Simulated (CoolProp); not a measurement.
C3F8 (R218) along the isotherm 94.75 °C: density (kg/m³) from the reference equation and from simpler models built on Tc = 71.9 °C, pc = 2640 kPa, ω = 0.317; each cubic takes its own stable root.

The numbers come from the reference Helmholtz-energy equation of state, Lemmon 2006 in CoolProp. It is a short technical equation, of lower accuracy than the large ones.

| p (kPa) | phase | reference |
|---|---|---|
| 733 | gas | 48.80 |
| 1470 | gas | 108.3 |
| 2200 | gas | 185.5 |
| 2930 | supercritical | 300.1 |
| 3670 | supercritical | 505.7 |
| 4400 | supercritical | 748.1 |
| 5130 | supercritical | 870.1 |
| 5870 | supercritical | 939.3 |
| 6600 | supercritical | 985.9 |

### Question
How far does each simpler model (van der Waals, Soave-Redlich-Kwong) lie from the reference over these 9 states: mean and median of the absolute difference, and the worst?

### Answer
- van der Waals: mean 9.4 %, median 10.7 %, worst -20.3 % at 94.75 °C and 6600 kPa
- Soave-Redlich-Kwong: mean 6.7 %, median 7.4 %, worst -13.2 % at 94.75 °C and 4400 kPa
